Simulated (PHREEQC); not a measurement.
**Reverse-osmosis permeate**

Synthetic water in mg/kgw, 74 °C, pH 6.98, pe 1.6: Na 3.37; K 0.102; Ca 6.97; Mg 0.986; Cl 2.22; S(6) as SO4 9.82; Alkalinity as HCO3 18.7; Zn 0.0464; Fe(2) 0.00335.

Valence states are taken as typed.

Model: ion-association model, phreeqc.dat, run in PHREEQC.

```
Quantity                        Result
--------------------  ----------------
ionic strength        0.000871 mol/kgw
specific conductance         147 µS/cm
charge-balance error             0.5 %
```

```csv
species,molality,activity,log γ
HCO3-,0.000302,0.000292,-0.016
Ca+2,0.000170,0.000147,-0.063
Na+,0.000147,0.000141,-0.016
SO4-2,9.72e-5,8.40e-5,-0.063
CO2,6.37e-5,6.37e-5,0.000
Cl-,6.26e-5,6.04e-5,-0.016
Mg+2,3.84e-5,3.32e-5,-0.063
CaSO4,3.01e-6,3.01e-6,0.000
K+,2.61e-6,2.51e-6,-0.016
OH-,1.94e-6,1.87e-6,-0.016
MgSO4,1.93e-6,1.93e-6,0.000
CaHCO3+,8.07e-7,7.78e-7,-0.016
Zn+2,5.36e-7,4.64e-7,-0.063
CO3-2,2.41e-7,2.09e-7,-0.063
CaCO3,2.14e-7,2.14e-7,0.000
MgHCO3+,1.78e-7,1.72e-7,-0.016
```

No solid was allowed to form. At this temperature some constants are extrapolated from 25 °C, and those without enthalpy data are left unchanged.
